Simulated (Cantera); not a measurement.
What does this Cantera script print?

```python
import numpy as np
import cantera as ct

gas_names = """
    C CN CO CO2 C2 CCN CNC C2N2 C2O C3 C3O2 C4 C4N2 C5 N NCO NO NO2 NO3 N2 N2O O O2 O3 Si SiC SiC2 SiN
    SiO SiO2 Si2 Si2C Si2N Si3
""".split()
cond_names = """
    C(gr) Si(cr) Si(L) SiC(b) SiO2(Lqz) SiO2(hqz) SiO2(L) Si2N2O(s) Si3N4(a)
""".split()


def load(file, names, dense=False):
    # The tables refer to 1 bar. Condensed volumes are neglected.
    table = {s.name: s for s in ct.Species.list_from_file(file)}
    out = []
    for n in names:
        d = dict(table[n].input_data)
        d["thermo"] = dict(d["thermo"], **{"reference-pressure": 1e5})
        if dense:
            d["equation-of-state"] = {"model": "constant-volume", "density": "1e6 g/cm^3"}
        out.append(ct.Species.from_dict(d))
    return out


gas = ct.Solution(thermo="ideal-gas", species=load("nasa_gas.yaml", gas_names))
cond = {s.name: ct.Solution(thermo="fixed-stoichiometry", species=[s], name=s.name)
        for s in load("nasa_condensed.yaml", cond_names, dense=True)}
atoms = {
    'SiC': {'Si': 1, 'C': 1},
    'N2O': {'N': 2, 'O': 1},
    'N2': {'N': 2},
}
top_T = {'C(gr)': 4500, 'SiC(b)': 3050, 'Si2N2O(s)': 2100, 'Si3N4(a)': 2400}  # K; cautious upper limits of use, not melting points


def equilibrate(T, P, feed):
    n = {}
    for name, mol in feed.items():
        for a, k in atoms[name].items():
            n[a] = n.get(a, 0.0) + k * mol
    gas.TPX = T, P, n
    mass = sum(n.values()) * gas.mean_molecular_weight
    gas.equilibrate("TP")
    valid = [c for c in cond.values() if c.min_temp <= T <= top_T.get(c.name, c.max_temp)]
    mix = ct.Mixture([(gas, mass / gas.mean_molecular_weight)] + [(c, 0.0) for c in valid])
    mix.T, mix.P = T, P
    mix.equilibrate("TP", solver="vcs", rtol=1e-11, max_steps=5000)
    return mix


results = []
T = 1748  # K
P = 100000  # Pa
for m in [83, 110, 150, 210, 280, 390, 530]:
    feed = {'SiC': 1, 'N2O': 1.5, 'N2': m}  # mol
    mix = equilibrate(T, P, feed)
    results.append((T, P, feed, dict(zip(mix.species_names, mix.species_moles))))

top = {s: max(r[3][s] / sum(r[3][g] for g in gas_names) for r in results) for s in gas_names}
cols = sorted((s for s in top if top[s] > 0.0001), key=lambda s: -top[s])[:7]
seen = [c for c in cond_names if any(r[3].get(c, 0) > 1e-12 for r in results)]
print("log10 of partial pressures in bar; condensed amounts in mol")
print(f"{'n(N2)':>10s}" + "".join(f"{s[:9]:>10s}" for s in cols + seen))
for T, P, feed, n in results:
    ng = sum(n[g] for g in gas_names)
    print(f"{feed['N2']:10.4g}" + "".join(f"{np.log10(max(n[s] / ng * P / 1e5, 1e-99)):10.3f}" for s in cols)
          + "".join(f"{n.get(c, 0):10.4g}" for c in seen))
```

Output:

```
log10 of partial pressures in bar; condensed amounts in mol
     n(N2)        N2        CO     C(gr)    SiC(b) Si2N2O(s)  Si3N4(a)
        83    -0.005    -1.930  0.001653         0    0.4983         0
       110    -0.004    -2.050   0.00189         0    0.4981         0
       150    -0.003    -2.183  0.002192         0    0.4978         0
       210    -0.002    -2.327         0  0.001784    0.4964         0
       280    -0.002    -2.451         0  0.002158    0.4956         0
       390    -0.001    -2.593         0         0    0.4915  0.002801
       530    -0.001    -2.726         0         0    0.4885  0.003821
```

These are equilibrium values from Cantera (NASA tables, ideal gas, pure condensed phases), not measurements of a reactor. Mutual solubility and eutectic melting of coexisting phases are not modelled.
